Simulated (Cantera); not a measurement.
# Equilibrium for carbothermic reduction: Fe2O3 + CH4 + N2

A closed system holds: 1 mol Fe2O3, 1.4 mol CH4, 0.24 mol N2, equilibrated at 2473.15 K.

Cantera equilibrium calculation (NASA polynomials, part measured and part estimated; ideal gas, pure solids and liquids). Candidate condensed phases: C, C6H6, C7H8, C8H18, Fe, Fe(CO)5, FeO, Fe(OH)2, Fe(OH)3, Fe2O3, Fe3O4, H2O; 140 gas species. Each liquid is taken as pure. Mutual solubility and eutectic melting of coexisting phases are not modelled. The tables' stoichiometric FeO is somewhat more stable than real wüstite, so its field is too wide. FeO: taken at fixed stoichiometry. Kinetics and transport are ignored.

```json
[
 {"P (Pa)": "10", "log p H": "-4.35", "log p H2": "-5.39", "log p CO": "-4.87", "log p Fe": "-4.70", "log p H2O": "-6.15", "log p O": "-4.94", "log p N2": "-5.63", "log p OH": "-5.81", "log p CO2": "-6.41", "log p FeO": "-6.77", "log p O2": "-6.09", "n Fe(l)": "0", "n FeO(l)": "0"},
 {"P (Pa)": "42", "log p H": "-3.85", "log p H2": "-4.40", "log p CO": "-4.20", "log p Fe": "-4.03", "log p H2O": "-4.75", "log p O": "-4.54", "log p N2": "-4.95", "log p OH": "-4.90", "log p CO2": "-5.35", "log p FeO": "-5.69", "log p O2": "-5.28", "n Fe(l)": "0", "n FeO(l)": "0"},
 {"P (Pa)": "180", "log p H": "-3.44", "log p H2": "-3.58", "log p CO": "-3.53", "log p Fe": "-3.34", "log p H2O": "-3.71", "log p O": "-4.31", "log p N2": "-4.25", "log p OH": "-4.27", "log p CO2": "-4.45", "log p FeO": "-4.78", "log p O2": "-4.83", "n Fe(l)": "0", "n FeO(l)": "0"},
 {"P (Pa)": "750", "log p H": "-3.09", "log p H2": "-2.87", "log p CO": "-2.88", "log p Fe": "-2.69", "log p H2O": "-2.92", "log p O": "-4.23", "log p N2": "-3.59", "log p OH": "-3.84", "log p CO2": "-3.72", "log p FeO": "-4.04", "log p O2": "-4.67", "n Fe(l)": "0", "n FeO(l)": "0"},
 {"P (Pa)": "3200", "log p H": "-2.75", "log p H2": "-2.19", "log p CO": "-2.23", "log p Fe": "-2.04", "log p H2O": "-2.23", "log p O": "-4.22", "log p N2": "-2.94", "log p OH": "-3.48", "log p CO2": "-3.06", "log p FeO": "-3.38", "log p O2": "-4.64", "n Fe(l)": "0", "n FeO(l)": "0"},
 {"P (Pa)": "13000", "log p H": "-2.34", "log p H2": "-1.38", "log p CO": "-1.53", "log p Fe": "-1.60", "log p H2O": "-1.69", "log p O": "-4.49", "log p N2": "-2.26", "log p OH": "-3.35", "log p CO2": "-2.62", "log p FeO": "-3.21", "log p O2": "-5.18", "n Fe(l)": "0.307", "n FeO(l)": "0.559"},
 {"P (Pa)": "56000", "log p H": "-1.98", "log p H2": "-0.66", "log p CO": "-0.81", "log p Fe": "-1.60", "log p H2O": "-0.97", "log p O": "-4.49", "log p N2": "-1.54", "log p OH": "-2.99", "log p CO2": "-1.91", "log p FeO": "-3.21", "log p O2": "-5.18", "n Fe(l)": "1.21", "n FeO(l)": "0.573"},
 {"P (Pa)": "240000", "log p H": "-1.65", "log p H2": "0.00", "log p CO": "-0.16", "log p Fe": "-1.60", "log p H2O": "-0.31", "log p O": "-4.49", "log p N2": "-0.89", "log p OH": "-2.66", "log p CO2": "-1.26", "log p FeO": "-3.21", "log p O2": "-5.18", "n Fe(l)": "1.38", "n FeO(l)": "0.574"},
 {"P (Pa)": "1000000", "log p H": "-1.34", "log p H2": "0.62", "log p CO": "0.46", "log p Fe": "-1.60", "log p H2O": "0.31", "log p O": "-4.49", "log p N2": "-0.27", "log p OH": "-2.35", "log p CO2": "-0.63", "log p FeO": "-3.21", "log p O2": "-5.18", "n Fe(l)": "1.41", "n FeO(l)": "0.573"}
]
```
log p: log10 of the partial pressure in bar; n: condensed amount in mol.

From 0.0750 Torr to 24.0 Torr nothing is condensed. From 97.5 Torr to 7500 Torr the condensed part is Fe(l) + FeO(l). The main Fe-bearing gas is Fe throughout.
